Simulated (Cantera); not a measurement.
Charge: 1 mol Si₃H₈, 0.2 mol Cl₂, 11 mol N₂, held at 1000 K and 1 atm.

Method: chemical equilibrium by Gibbs-energy minimisation in Cantera with the NASA 1993 tables (ideal gas, pure condensed phases). Candidate condensed phases: NH₄Cl, Si, Si₃N₄; 28 gas species. The feed counts by its element totals alone. N₂ is the only nitrogen source here; it is nearly inert below about 1500 K, so the nitride shown seldom forms there in practice. Kinetics and transport are ignored.

Task: What is the equilibrium state?

Result: 
- x(N₂): 0.682
- x(H₂): 0.288
- x(HCl): 0.0303
- x(NH₃): 7.52e-5
- x(SiCl₄): 3.96e-6
- n(Si₃N₄(s)): 1.000 mol
- gas amount: 13.20 mol
- log10 activity of Si(s) (absent): -7.08
